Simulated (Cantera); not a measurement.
Input (Python, Cantera) and output of one run.

```python
import numpy as np
import cantera as ct

gas_names = """
    H H2 N NH NH2 NH3 N2 N2H2 N2H4 Si SiH SiH2 SiH3 SiH4 SiN Si2 Si2N Si3
""".split()
cond_names = """
    Si(cr) Si(L) Si3N4(a)
""".split()


# ... load() reads the species with a 1 bar reference pressure and builds the phases ...
atoms = {
    'trisilylamine': {'Si': 3, 'N': 1, 'H': 9},
    'NH3': {'N': 1, 'H': 3},
    'H2': {'H': 2},
}
top_T = {'Si3N4(a)': 2400}  # K; cautious upper limits of use, not melting points


# ... equilibrate(T, P, feed) seeds the gas with the atoms and calls Mixture.equilibrate('TP', solver="vcs", rtol=1e-11, max_steps=5000) ...
results = []
T = 1373.15  # K
P = 9  # Pa
for m in [0.45, 0.72, 1.2, 1.9, 3, 4.8, 7.8, 13, 20, 32, 52]:
    feed = {'trisilylamine': 1, 'NH3': 0.34, 'H2': m}  # mol
    mix = equilibrate(T, P, feed)
    results.append((T, P, feed, dict(zip(mix.species_names, mix.species_moles))))

top = {s: max(r[3][s] / sum(r[3][g] for g in gas_names) for r in results) for s in gas_names}
cols = sorted((s for s in top if top[s] > 0.0001), key=lambda s: -top[s])[:9]
seen = [c for c in cond_names if any(r[3].get(c, 0) > 1e-12 for r in results)]
print("log10 of partial pressures in bar; condensed amounts in mol")
print(f"{'n(H2)':>10s}" + "".join(f"{s[:9]:>10s}" for s in cols + seen))
for T, P, feed, n in results:
    ng = sum(n[g] for g in gas_names)
    print(f"{feed['H2']:10.4g}" + "".join(f"{np.log10(max(n[s] / ng * P / 1e5, 1e-99)):10.3f}" for s in cols)
          + "".join(f"{n.get(c, 0):10.4g}" for c in seen))
```

Result:

```
log10 of partial pressures in bar; condensed amounts in mol
     n(H2)        H2        N2         H    Si(cr)  Si3N4(a)
      0.45    -4.061    -5.511    -7.507     2.286    0.2381
      0.72    -4.061    -5.511    -7.507       2.3    0.2334
       1.2    -4.061    -5.511    -7.507     2.325    0.2248
       1.9    -4.061    -5.511    -7.507     2.363    0.2124
         3    -4.061    -5.511    -7.507     2.421    0.1929
       4.8    -4.061    -5.511    -7.507     2.517     0.161
       7.8    -4.061    -5.511    -7.507     2.677    0.1078
        13    -4.061    -5.511    -7.507     2.953   0.01552
        20    -4.057    -5.629    -7.505         3         0
        32    -4.054    -5.796    -7.503         3         0
        52    -4.051    -5.981    -7.502         3         0
```

Equilibrium computed with Cantera from the NASA thermochemical tables; the gas is ideal and each condensed phase is pure. The feed counts by its element totals alone. Mutual solubility and eutectic melting of coexisting phases are not modelled.
